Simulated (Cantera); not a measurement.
What does this Cantera script print?

```python
import numpy as np
import cantera as ct

gas_names = """
    H HNO HNO2 HNO3 HO2 H2 H2O H2O2 H2S H2SO4 N NH NH2 NH3 NH2OH NO NO2 NO3 N2 N2H2 N2H4 N2O O OH O2 O3
    S SH SN SO SO2 SO3 S2 S2O S8
""".split()
cond_names = """
    H2O(s) H2O(L) H2SO4(L) S(cr1) S(cr2) S(L)
""".split()


# ... load() reads the species with a 1 bar reference pressure and builds the phases ...
atoms = {
    'SO2': {'S': 1, 'O': 2},
    'H2O': {'H': 2, 'O': 1},
    'N2': {'N': 2},
}
top_T = {}  # K; cautious upper limits of use, not melting points


# ... equilibrate(T, P, feed) seeds the gas with the atoms and calls Mixture.equilibrate('TP', solver="vcs", rtol=1e-11, max_steps=5000) ...
results = []
feed = {'SO2': 1, 'H2O': 0.48, 'N2': 50}  # mol
P = 1800  # Pa
for T in [2398, 2448, 2498, 2548, 2598, 2648, 2698, 2748, 2798]:
    mix = equilibrate(T, P, feed)
    results.append((T, P, feed, dict(zip(mix.species_names, mix.species_moles))))

top = {s: max(r[3][s] / sum(r[3][g] for g in gas_names) for r in results) for s in gas_names}
cols = sorted((s for s in top if top[s] > 1e-05), key=lambda s: -top[s])[:6]
seen = [c for c in cond_names if any(r[3].get(c, 0) > 1e-12 for r in results)]
print("log10 of partial pressures in bar; condensed amounts in mol")
print(f"{'T/K':>10s}" + "".join(f"{s[:9]:>10s}" for s in cols + seen))
for T, P, feed, n in results:
    ng = sum(n[g] for g in gas_names)
    print(f"{T:10.4g}" + "".join(f"{np.log10(max(n[s] / ng * P / 1e5, 1e-99)):10.3f}" for s in cols)
          + "".join(f"{n.get(c, 0):10.4g}" for c in seen))
```

Output:

```
log10 of partial pressures in bar; condensed amounts in mol
       T/K        N2         O         H       SO2        SO         S
      2398    -1.762    -4.233    -4.029    -3.636    -3.991    -4.924
      2448    -1.764    -4.097    -3.931    -3.682    -3.926    -4.758
      2498    -1.765    -3.970    -3.845    -3.738    -3.870    -4.601
      2548    -1.766    -3.854    -3.771    -3.805    -3.825    -4.453
      2598    -1.768    -3.747    -3.710    -3.885    -3.792    -4.316
      2648    -1.769    -3.650    -3.661    -3.980    -3.771    -4.189
      2698    -1.771    -3.564    -3.622    -4.090    -3.765    -4.074
      2748    -1.772    -3.487    -3.592    -4.218    -3.773    -3.971
      2798    -1.774    -3.420    -3.570    -4.364    -3.797    -3.880
```

Equilibrium computed with Cantera from the NASA thermochemical tables; the gas is ideal and each condensed phase is pure.
